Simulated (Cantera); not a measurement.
A closed system holds: 1 mol MgCO3, 3.8 mol H2, 0.092 mol CO2, held at 1925 K and 100000 Pa.

Equilibrium computed with Cantera from the NASA thermochemical tables; the gas is ideal and each condensed phase is pure. Candidate condensed phases: C, C6H6, C7H8, C8H18, H2O, Mg, MgCO3, MgO, Mg(OH)2; 116 gas species. Equilibrium is a limit: real reactors are often held back by kinetics, nucleation or transport.

Problem. What is the equilibrium state?

Solution. 
```json
{
  "x(H2)": "0.570",
  "x(CO)": "0.206",
  "x(H2O)": "0.206",
  "x(CO2)": "0.0173",
  "x(H)": "0.000722",
  "x(OH)": "2.25e-5",
  "x(Mg)": "1.38e-5",
  "x(Mg(OH)2)": "4.33e-6",
  "x(MgOH)": "2.78e-6",
  "n(MgO(s))": "1.000 mol",
  "gas_amount": "4.894 mol",
  "log10 activity of C(graphite) (absent)": "-4.04",
  "log10 activity of Mg(l) (absent)": "-6.25"
}
```
